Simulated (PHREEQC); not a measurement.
Dissolve 0.092 mol KOH, 3.5e-05 mol CO2 and 5.2e-05 mol K2CO3 per kg of water at 95 °C. Closed to the air; pH follows from the charge balance.

All values are PHREEQC results (ion-association model, phreeqc.dat), not measurements.

Each row changes one thing in this solution. This is a speciation only: nothing precipitates in the calculation.

| case | pH | CO3-2 (mol/kgw) | HCO3- (mol/kgw) | CO2 (mol/kgw) |
|---|---|---|---|---|
| as made | 11.15 | 8.33e-5 | 3.68e-6 | 4.92e-11 |
| diluted 100-fold with water | 9.27 | 1.13e-7 | 7.56e-7 | 9.93e-10 |
| CO2 from 3.5e-05 to 1.75e-05 mol/kgw | 11.15 | 6.66e-5 | 2.94e-6 | 3.93e-11 |
| diluted 10-fold with water | 10.23 | 5.49e-6 | 3.21e-6 | ? |
| diluted 5-fold with water | 10.52 | 1.37e-5 | 3.73e-6 | ? |

Some entries are withheld; supply them.


- diluted 10-fold with water, CO2 (mol/kgw): 4.23e-10
- diluted 5-fold with water, CO2 (mol/kgw): 2.46e-10

Complexes and solids missing from the database can't appear. At this temperature some constants are extrapolated from 25 °C, and those without enthalpy data are left unchanged.
